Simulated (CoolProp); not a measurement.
Saturation properties of CF4 (R14).

Computed with CoolProp (reference Helmholtz-energy equation of state, Platzer 1990). This equation is an older, rougher fit; its heat capacities, sound speeds and derivatives of the liquid may be far off and weren't checked against measurements.

```json
[
 {"T (K)": "130", "p (MPa)": "0.03039", "liquid density (kg/m³)": "?", "vapour Z": "?", "surface tension (mN/m)": "?"},
 {"T (K)": "137.7", "p (MPa)": "0.05829", "liquid density (kg/m³)": "1642", "vapour Z": "0.9771", "surface tension (mN/m)": "13.4"},
 {"T (K)": "145.3", "p (MPa)": "0.1027", "liquid density (kg/m³)": "1602", "vapour Z": "0.9647", "surface tension (mN/m)": "12.0"},
 {"T (K)": "153", "p (MPa)": "0.1710", "liquid density (kg/m³)": "1560", "vapour Z": "0.9481", "surface tension (mN/m)": "10.6"},
 {"T (K)": "160.7", "p (MPa)": "0.2698", "liquid density (kg/m³)": "1517", "vapour Z": "?", "surface tension (mN/m)": "9.26"},
 {"T (K)": "168.4", "p (MPa)": "0.4066", "liquid density (kg/m³)": "1471", "vapour Z": "0.9012", "surface tension (mN/m)": "7.95"},
 {"T (K)": "176", "p (MPa)": "0.5870", "liquid density (kg/m³)": "1423", "vapour Z": "?", "surface tension (mN/m)": "6.71"},
 {"T (K)": "183.7", "p (MPa)": "0.8245", "liquid density (kg/m³)": "?", "vapour Z": "0.8337", "surface tension (mN/m)": "5.49"},
 {"T (K)": "191.4", "p (MPa)": "1.126", "liquid density (kg/m³)": "1315", "vapour Z": "0.7904", "surface tension (mN/m)": "4.32"}
]
```

Task: Some entries are withheld; supply them.

Result: 
- 130, liquid density (kg/m³): 1681
- 130, vapour Z: 0.9862
- 130, surface tension (mN/m): 14.8
- 160.7, vapour Z: 0.9271
- 176, vapour Z: 0.8705
- 183.7, liquid density (kg/m³): 1371

It boils at 145.1 K under 1 atm.

Surface tension comes from a separate correlation (Mulero 2012).
